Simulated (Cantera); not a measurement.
## Silicon etching in halogen gases: Si + HCl + H2 + Cl2

Feed: 1 mol Si, 2.8 mol HCl, 0.58 mol H2, 1.3 mol Cl2, equilibrated at 1.00 bar.

These are equilibrium values from Cantera (NASA tables, ideal gas, pure condensed phases), not measurements of a reactor. Candidate condensed phases: Si; 19 gas species. The tables' values for SiCl3 are old estimates; treat these amounts as uncertain. The numbers say what is thermodynamically allowed, not how fast it happens.

```
T (K)  x HCl   x H2  x SiCl4   x SiCl3  x SiHCl3
-----  -----  -----  -------  --------  --------
1150   0.386  0.342    0.266  0.000760   0.00479
1175   0.387  0.341    0.265   0.00111   0.00551
1200   0.388  0.340    0.264   0.00159   0.00629
1225   0.390  0.339    0.262   0.00223   0.00711
1250   0.391  0.337    0.260   0.00309   0.00797
1275   0.394  0.335    0.257   0.00421   0.00886
1300   0.396  0.333    0.255   0.00564   0.00976
1325   0.399  0.330    0.251   0.00742    0.0106
1350   0.403  0.327    0.247   0.00961    0.0115
1375   0.407  0.323    0.242    0.0122    0.0122
1400   0.413  0.319    0.236    0.0153    0.0129
```
x: gas mole fraction; nothing condenses.

From 1150 K to 1400 K nothing is condensed. The main Si-bearing gas is SiCl4 throughout.
